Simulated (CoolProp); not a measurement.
Vapour-liquid equilibrium of hydrogen sulfide (1) + propane (2) at 305.1 K; x and y are mole fractions of (1).

Values from CoolProp's multi-fluid Helmholtz-energy mixture model, Lemmon 2006 and Lemmon 2009; pair parameters Kunz 2012.

| x | bubble pressure (MPa) | y at the bubble point | dew pressure at overall composition x (MPa) | liquid density (mol/L) |
|---|---|---|---|---|
| 0.05 | 1.301 | 0.143 | 1.187 | 11.08 |
| 0.125 | 1.525 | 0.293 | 1.277 | 11.39 |
| 0.2 | 1.716 | 0.397 | 1.380 | 11.76 |
| 0.275 | 1.879 | 0.477 | 1.496 | 12.20 |
| 0.35 | 2.017 | 0.541 | 1.626 | 12.73 |
| 0.425 | 2.134 | 0.595 | 1.771 | 13.35 |
| 0.5 | 2.232 | 0.643 | 1.928 | 14.07 |
| 0.575 | 2.311 | 0.687 | 2.091 | 14.92 |
| 0.65 | 2.374 | 0.729 | 2.245 | 15.89 |
| 0.725 | 2.421 | 0.772 | 2.369 | 17.01 |
| 0.8 | 2.449 | 0.817 | 2.441 | 18.26 |
| 0.875 | 2.455 | 0.871 | 2.455 | 19.65 |
| 0.95 | 2.429 | 0.939 | 2.422 | 21.16 |

y crosses x between x = 0.8 and 0.875: the model has an azeotrope there.

The pair parameters rest on a limited set of measurements; away from them the model extrapolates.
